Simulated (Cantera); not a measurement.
## Thermodynamics of halide evaporation, hydrolysis and transport, feed PbF₂ + N₂

Feed: 1 mol PbF₂, a varied amount of N₂, held at 948 K and 0.520 bar.

Cantera equilibrium calculation (NASA polynomials, part measured and part estimated; ideal gas, pure solids and liquids). Candidate condensed phases: Pb, PbF₂; 12 gas species. The numbers say what is thermodynamically allowed, not how fast it happens.

| n(N₂) (mol) | log p N₂ | log p PbF₄ | log p PbF₂ | log p Pb | log p PbF | n PbF₂(s) | n Pb(l) |
|---|---|---|---|---|---|---|---|
| 0.19 | -0.28 | -4.18 | -4.76 | -5.32 | -6.44 | 1.000 | 0 |
| 0.45 | -0.28 | -4.18 | -4.76 | -5.32 | -6.44 | 1.000 | 0 |
| 1.1 | -0.28 | -4.18 | -4.76 | -5.32 | -6.44 | 1.000 | 0.000128 |
| 2.6 | -0.28 | -4.18 | -4.76 | -5.32 | -6.44 | 0.999 | 0.000303 |
| 6.3 | -0.28 | -4.18 | -4.76 | -5.32 | -6.44 | 0.998 | 0.000734 |
| 15 | -0.28 | -4.18 | -4.76 | -5.32 | -6.44 | 0.996 | 0.00175 |
| 36 | -0.28 | -4.18 | -4.76 | -5.32 | -6.44 | 0.990 | 0.00420 |
| 86 | -0.28 | -4.18 | -4.76 | -5.32 | -6.44 | 0.975 | 0.0100 |
| 210 | -0.28 | -4.18 | -4.76 | -5.32 | -6.44 | 0.940 | 0.0245 |
| 500 | -0.28 | -4.18 | -4.76 | -5.32 | -6.44 | 0.857 | 0.0583 |
log p: log10 of the partial pressure in bar; n: condensed amount in mol.

From 0.19 mol N₂ to 0.45 mol N₂ the condensed part is PbF₂(s). From 1.1 mol N₂ to 500 mol N₂ the condensed part is Pb(l) + PbF₂(s). The main Pb-bearing gas is PbF₄ throughout.
